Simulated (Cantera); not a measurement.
A Cantera script and what it prints.

```python
import numpy as np
import cantera as ct

gas_names = [...]  # 118 gases of nasa_gas.yaml made of C, Cl, F, H
cond_names = """
    C(gr) C6H6(L) C7H8(L) C8H18(L),n-octa
""".split()


# ... load() reads the species with a 1 bar reference pressure and builds the phases ...
atoms = {
    'CH3F': {'C': 1, 'H': 3, 'F': 1},
    'HCl': {'H': 1, 'CL': 1},
}
top_T = {'C(gr)': 4500}  # K; cautious upper limits of use, not melting points


# ... equilibrate(T, P, feed) seeds the gas with the atoms and calls Mixture.equilibrate('TP', solver="vcs", rtol=1e-11, max_steps=5000) ...
results = []
feed = {'CH3F': 1, 'HCl': 0.33}  # mol
T = 3023.15  # K
P = 100000  # Pa
mix = equilibrate(T, P, feed)
results.append((T, P, feed, dict(zip(mix.species_names, mix.species_moles))))
print(gas.report(threshold=1e-06))
for i in range(1, mix.n_phases):
    print(f"{mix.phase(i).name:16s} {mix.phase_moles(i):12.5e} mol")
```

Result:

```
       temperature   3023.2 K
          pressure   1e+05 Pa
           density   0.05705 kg/m^3
  mean mol. weight   14.34 kg/kmol
   phase of matter   gas

                          1 kg             1 kmol
                     ---------------   ---------------
          enthalpy            -19483       -2.7938e+05  J
   internal energy       -1.7723e+06       -2.5415e+07  J
           entropy             16646        2.3871e+05  J/K
    Gibbs function       -5.0344e+07       -7.2194e+08  J
 heat capacity c_p            2514.7             36062  J/K
 heat capacity c_v            1934.9             27747  J/K

                      mass frac. Y      mole frac. X     chem. pot. / RT
                     ---------------   ---------------   ---------------
                 C        5.2821e-05        6.3064e-05           -3.7185
               CCL        5.6327e-06        1.7019e-06            -26.37
                CF        0.00019753        9.1347e-05           -30.544
               CF2        1.0672e-05        3.0601e-06           -57.369
                CH        1.4446e-05        1.5912e-05           -14.695
              CHCL        4.6155e-06        1.3656e-06           -37.346
               CH2        2.6756e-05        2.7354e-05           -25.671
               CH3        4.2309e-05        4.0353e-05           -36.647
               CH4        9.8755e-06        8.8273e-06           -47.623
                C2        6.8128e-05        4.0669e-05            -7.437
               C2H         0.0020382         0.0011677           -18.413
             C2HCL        0.00071606        0.00016978           -41.065
              C2HF         5.882e-05        1.9158e-05           -45.239
    C2H2,acetylene          0.041109           0.02264           -29.389
   C2H2,vinylidene        0.00013667        7.5268e-05           -29.389
        C2H3,vinyl        7.7146e-06        4.0904e-06           -40.366
              C2H4         2.383e-06        1.2181e-06           -51.342
                C3         0.0010014        0.00039852           -11.156
    C3H3,propargyl        1.7139e-05        6.2928e-06           -44.084
                C4        4.8182e-06        1.4381e-06           -14.874
              C4H2         0.0021932        0.00062825           -36.826
                C5        3.2747e-05        7.8194e-06           -18.593
              C6H2        9.5602e-05        1.8506e-05           -44.263
                CL          0.054095          0.021882           -22.651
               CL2        2.3894e-05        4.8328e-06           -45.303
                 F        0.00099739        0.00075284           -26.825
                 H           0.00695          0.098873           -10.976
               HCL            0.2817            0.1108           -33.628
                HF           0.56051           0.40176           -37.802
                H2          0.047868           0.34049           -21.952
     [  +88 minor]         6.346e-06         1.818e-06

C(gr)             8.69920e-01 mol
```

Method: chemical equilibrium by Gibbs-energy minimisation in Cantera with the NASA 1993 tables (ideal gas, pure condensed phases).
